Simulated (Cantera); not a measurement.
A closed system holds: 1 mol HF, 0.18 mol H₂O, 6.3 mol N₂, at 1473.15 K and 10.0 mbar.

Equilibrium computed with Cantera from the NASA thermochemical tables; the gas is ideal and each condensed phase is pure. Candidate condensed phases: H₂O; 40 gas species. The numbers say what is thermodynamically allowed, not how fast it happens.

Base state: N₂ 0.842, HF 0.134, H₂O 0.0240, H₂ 6.43e-5, O₂ 2.40e-5, NO 1.18e-5 (mole fractions); condensed: gas only.

Q: What changes in the equilibrium state with this change: HF replaced by H₂S?

A: 
```
species   before     after
-------  -------  --------
N₂         0.842     0.794
H₂       6.43e-5     0.115
S₂             0    0.0566
HF         0.134         0
H₂S            0    0.0113
H₂O       0.0240    0.0222
SH             0   0.00117
SO₂            0  0.000156
SO             0  0.000139
S              0   7.05e-5
```
Further candidate phases: H₂SO₄, S.

Q: What changes in the equilibrium state with this change: temperature from 1473.15 K to 2673 K?

A: 
```csv
species,before,after
N₂,0.842,0.810
HF,0.134,0.126
H,1.02e-6,0.0347
H₂O,0.0240,0.00143
O,1.37e-7,0.0130
F,4.76e-8,0.00303
N,<1e-9,1.18e-5
OH,9.87e-6,0.00269
```
